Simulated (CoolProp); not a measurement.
Computed with CoolProp (reference Helmholtz-energy equation of state, Schmidt 1985).

### Question
Give the vapour pressure (MPa), liquid density (kg/m³), vapour density (kg/m³), enthalpy of vaporisation (kJ/kg) of saturated oxygen at 86.6, 104.6, 134.8 K.

### Answer
```
T (K)  p (MPa)  liquid density (kg/m³)  vapour density (kg/m³)  enthalpy of vaporisation (kJ/kg)
-----  -------  ----------------------  ----------------------  --------------------------------
86.6    0.0685                    1160                    3.12                               216
104.6    0.367                    1070                    14.7                               197
134.8     2.20                     863                    88.3                               141
```
